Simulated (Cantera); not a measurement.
A closed system holds: 1 mol Si(CH3)4, 1.2 mol C2H2, 250 mol H2, at 0.0133 bar.

These are equilibrium values from Cantera (NASA tables, ideal gas, pure condensed phases), not measurements of a reactor. Candidate condensed phases: C, C6H6, C7H8, C8H18, Si, SiC; 87 gas species. Gases not in the tables: Si2H6 and higher silanes. Rates play no part.

**Question.** At 2075 K, list the 6 most abundant gas species with their mole fractions, and the condensed phases.

**Answer.** H2 0.975, H 0.0228, C2H2 (acetylene) 0.00121, Si 0.000547, SiH 3.57e-5, SiC2 3.17e-5. Condensed: C(graphite) + SiC(s).
